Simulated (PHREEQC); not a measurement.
## Brine

A solution holds 0.12 mol KOH and 0.0084 mol K2SO4 per kg of water, at 20 °C. Closed to the air; pH follows from the charge balance.

Equilibrium calculation in PHREEQC: Pitzer model, pitzer.dat.

| Property | Result |
|---|---|
| pH | 13.14 |
| ionic strength | 0.145 mol/kgw |
| specific conductance | 25200 µS/cm |
| density | 1.005 g/cm³ |
| osmotic coefficient | 0.925 |
| total alkalinity | 120 meq/kg |

```csv
species,molality,activity,log γ
K+,0.137,0.103,-0.124
OH-,0.120,0.0938,-0.107
SO4-2,0.00840,0.00224,-0.574
```

No solid was allowed to form.
